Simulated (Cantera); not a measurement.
An isothermal, constant-pressure homogeneous reactor starts with 37.0 % C₂H₆, 63.0 % N₂, at 2000 K and 100000 Pa.

Model: GRI-Mech 3.0 (53 species, 325 reactions), integrated in Cantera. GRI-Mech 3.0 stops at C3 and has no aromatics, soot or wall deposition, so with more carbon than oxygen in the feed, carbon stays in small species such as C2H2 where larger ones or solid carbon would form.

One state of this run: x C₂H₆ = 1.27e-7; x C₂H = 9.96e-6; x H = 0.00106; x CH₂ = 3.11e-7; x H₂ = 0.422. x: mole fraction; the columns are a selection and need not sum to one.

### Question
Which value of t (s) does it belong to?
A. 0.478
B. 0.00274
C. 0.000300
D. 0.0120

### Answer
A, 0.478
